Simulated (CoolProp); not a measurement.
Vapour pressure (bar) of nitrogen: the reference equation beside estimates from Tc = 126.2 K, pc = 33.96 bar, ω = 0.037.

Computed with CoolProp (reference Helmholtz-energy equation of state, Span 2000).

```
T (K)   reference  Lee-Kesler  van der Waals
-----  ----------  ----------  -------------
70.8       0.4328  (withheld)          1.980
73.8       0.6519      0.6472          2.540
76.7       0.9373      0.9321          3.177
79.6        1.310       1.305          3.914
82.5        1.785       1.781          4.759
85.4        2.378       2.376          5.717
88.3        3.107       3.108          6.794
91.2        3.989       3.992          7.995
94.2        5.081       5.085          9.375
97.1        6.328  (withheld)          10.85
100         7.783       7.785     (withheld)
102.9       9.464       9.462          14.21
105.8  (withheld)       11.38     (withheld)
```

Task: Some entries are withheld; supply them.

Result: 
- 70.8, Lee-Kesler: 0.4289
- 97.1, Lee-Kesler: 6.333
- 100, van der Waals: 12.46
- 105.8, reference: 11.39
- 105.8, van der Waals: 16.11

Absolute difference from the reference over all 13 rows, mean and median: Lee-Kesler 0.3 and 0.1 %, van der Waals 147.6 and 118.7 %.
